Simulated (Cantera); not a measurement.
An isothermal, constant-pressure homogeneous reactor starts with 53.5 % NO, 46.5 % N2, at 1700 K and 0.133 bar.

Cantera simulation using GRI-Mech 3.0 (53 species, 325 reactions); the numbers are that mechanism's predictions, not measurements.

x: mole fraction; the columns are a selection and need not sum to one.

| t (s) | x NO | x O2 | x O | x N2 | x N2O |
|---|---|---|---|---|---|
| 0.000300 | 0.535 | 2.71e-9 | 8.42e-7 | 0.465 | ___ |
| 0.00133 | 0.535 | 4.54e-8 | 2.21e-6 | 0.465 | ___ |
| 0.00591 | 0.535 | 9.27e-7 | 3.98e-6 | 0.465 | ___ |
| 0.0262 | 0.535 | 2.67e-5 | 8.03e-6 | 0.465 | ___ |
| 0.116 | 0.534 | 0.000314 | 1.03e-5 | 0.466 | 0.000104 |
| 0.516 | 0.531 | 0.00173 | 1.14e-5 | 0.467 | 0.000105 |
| 2.29 | 0.519 | 0.00794 | 1.51e-5 | 0.473 | 9.90e-5 |
| 10.2 | 0.468 | 0.0332 | 2.49e-5 | 0.499 | ___ |
| 45.1 | 0.314 | 0.110 | 4.20e-5 | 0.576 | ___ |
| 200 | 0.0983 | 0.218 | 5.78e-5 | 0.683 | ___ |

Task: Complete the blanks.

Result: 
- 0.000300, x N2O: 1.02e-6
- 0.00133, x N2O: 4.45e-6
- 0.00591, x N2O: 1.84e-5
- 0.0262, x N2O: 6.07e-5
- 10.2, x N2O: 7.86e-5
- 45.1, x N2O: 3.40e-5
- 200, x N2O: 3.26e-6
